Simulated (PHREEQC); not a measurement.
0.68 g of hydrous ferric oxide (600 m²/g; 0.2 weak and 0.005 strong sites per Fe, Dzombak-Morel constants, diffuse double layer) in 1 kg of water with 0.01 mol/kgw of an inert sodium salt and 2.8e-05 mol CuSO4 and 1.2e-05 mol MgCl2, at 25 °C; the pH is set by adding NaOH or the inert anion's acid. O2 is buffered at 0.21 atm. No CO2 enters from the air. Nothing may precipitate in this run.

All values are PHREEQC results (ion-association model, wateq4f.dat), not measurements.

Task: Predict S sorbed (%), surface charge σ (C/m²) at pH = 8.5, 10.

Result: 
| pH | S sorbed (%) | surface charge σ (C/m²) |
|---|---|---|
| 8.5 | 0.1 | -0.004 |
| 10 | 0.0 | -0.039 |

Complexes and solids missing from the database can't appear. The database's constant for dissolved Cu(OH)2 is higher than later reviews accept.
